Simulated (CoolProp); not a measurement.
Vapour-liquid equilibrium of R13 (1) + propylene (2) at 1180 kPa; x and y are mole fractions of (1).

Computed with CoolProp (multi-fluid Helmholtz-energy mixture model, Platzer 1990 and Lemmon 2013; pair parameters Bell 2016). This equation is an older, rougher fit; its heat capacities, sound speeds and derivatives of the liquid may be far off and weren't checked against measurements.

| x | bubble temperature (°C) | y at the bubble point | dew temperature at overall composition x (°C) | liquid density (mol/L) |
|---|---|---|---|---|
| 0.05 | 20.1 | 0.151 | 24.0 | 12.10 |
| 0.2 | 7.0 | 0.452 | 18.1 | 12.26 |
| 0.35 | -1.5 | 0.620 | 11.7 | 12.26 |
| 0.5 | -7.2 | 0.728 | 4.6 | 12.17 |
| 0.65 | -11.5 | 0.812 | -3.1 | 12.06 |
| 0.8 | -15.0 | 0.889 | -10.9 | 11.95 |
| 0.95 | -18.0 | 0.970 | -17.3 | 11.88 |

No azeotrope shows between x = 0.05 and 0.95.

Pair parameters are fitted to limited data, so mixtures are less certain than the pure fluids.
